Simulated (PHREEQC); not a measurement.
Solution (25 °C): 0.027 mol MgSO4 per kg of water. Closed to the air; pH follows from the charge balance.

Model: ion-association model, phreeqc.dat, run in PHREEQC.

No solid was allowed to form.

Task: Predict the ionic strength.

Result: ionic strength 0.0629 mol/kgw.

Task: In which forms is Mg present?

Result: Mg+2 58 %, MgSO4 42 % of the Mg.

Species that the database lacks are ignored.
